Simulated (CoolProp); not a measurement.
A single-stage vapour-compression cycle with ammonia: evaporating at 250.15 K (dew point), condensing at 272.15 K (bubble point), superheat 10 K, subcooling 2 K, compressor efficiency 0.9, no pressure losses. Each further row changes one setting.

Values from CoolProp's reference Helmholtz-energy equation of state, Gao 2020.

```
case                              cooling COP  pressure ratio  discharge temperature (K)  refrigerating effect (kJ/kg)  volumetric capacity (kJ/m³)
--------------------------------  -----------  --------------  -------------------------  ----------------------------  ---------------------------
as stated                                9.15            2.49                      327.3                          1270                         1710
evaporating temperature 255.15 K         12.3            1.99                      315.3                          1280                         2130
condensing temperature 267.15 K          12.1            2.05                      312.1                          1290                         1750
subcooling 7 K                           9.32            2.49                      327.3                          1290                         1750
superheat 20 K                           8.93            2.49                      339.8                          1290                         1670
compressor efficiency 0.8                8.13            2.49                      334.8                          1270                         1710
```
